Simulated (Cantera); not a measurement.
A closed system holds: 1 mol Al, 0.35 mol H2O, 11 mol CO, 5.9 mol NH3, equilibrated at 1025 K and 550000 Pa.

Cantera equilibrium calculation (NASA polynomials, part measured and part estimated; ideal gas, pure solids and liquids). Candidate condensed phases: Al, AlN, Al2O3, C, C6H6, C7H8, C8H18, H2O; 148 gas species. Rates play no part.

Base state: H2 0.328, CO 0.238, N2 0.169, H2O 0.114, CO2 0.107, CH4 0.0434, NH3 0.000210 (mole fractions); condensed: Al2O3(s) + C(graphite).

What changes in the equilibrium state with this change: Al replaced by Fe?


```csv
species,before,after
H2,0.328,0.321
CO,0.238,0.244
N2,0.169,0.166
CO2,0.107,0.113
CH4,0.0434,0.0416
H2O,0.114,0.114
NH3,0.000210,0.000202
"Al2O3(s), mol",0.500,0
"C(graphite), mol",4.24,3.94
"FeO(s), mol",0,1.00
```
The tables' stoichiometric FeO is somewhat more stable than real wüstite, so its field is too wide. FeO: taken at fixed stoichiometry. Further candidate phases: Fe, Fe(CO)5, FeO, Fe(OH)2, Fe(OH)3, Fe2O3, Fe3O4.

What changes in the equilibrium state with this change: pressure from 550000 Pa to 130 Pa?


```
species             before    after
----------------  --------  -------
CO                   0.238    0.448
H2                   0.328    0.418
N2                   0.169    0.134
H2O                  0.114  6.45e-5
CO2                  0.107  8.96e-5
CH4                 0.0434  1.67e-5
NH3               0.000210  6.37e-8
Al2O3(s), mol        0.500    0.500
C(graphite), mol      4.24     1.15
```
